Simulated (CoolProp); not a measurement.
A simple Rankine cycle with carbonyl sulfide: condensing at 311.15 K, boiler at 5.09 MPa, turbine inlet 515.7 K, turbine efficiency 0.85, pump efficiency 0.6, no recuperator. Each further row changes one setting.

Model: reference Helmholtz-energy equation of state, Lemmon 2006, in CoolProp. It is a short technical equation, of lower accuracy than the large ones.

```json
[
 {"case": "as stated", "thermal efficiency (%)": "12.5", "net work (kJ/kg)": "?", "heat in (kJ/kg)": "382", "turbine exit temperature (K)": "431.4", "volume ratio over the turbine": "2.54"},
 {"case": "turbine inlet 535.7 K", "thermal efficiency (%)": "12.7", "net work (kJ/kg)": "50.8", "heat in (kJ/kg)": "401", "turbine exit temperature (K)": "450.1", "volume ratio over the turbine": "2.54"},
 {"case": "condensing temperature 303.15 K", "thermal efficiency (%)": "14.2", "net work (kJ/kg)": "56.0", "heat in (kJ/kg)": "393", "turbine exit temperature (K)": "?", "volume ratio over the turbine": "?"},
 {"case": "boiler pressure 3.56 MPa", "thermal efficiency (%)": "8.9", "net work (kJ/kg)": "34.8", "heat in (kJ/kg)": "393", "turbine exit temperature (K)": "459.9", "volume ratio over the turbine": "1.86"},
 {"case": "turbine efficiency 0.75", "thermal efficiency (%)": "10.9", "net work (kJ/kg)": "41.6", "heat in (kJ/kg)": "382", "turbine exit temperature (K)": "439.0", "volume ratio over the turbine": "2.59"}
]
```

Fill in the missing entries.


- as stated, net work (kJ/kg): 47.9
- condensing temperature 303.15 K, turbine exit temperature (K): 418.6
- condensing temperature 303.15 K, volume ratio over the turbine: 2.99
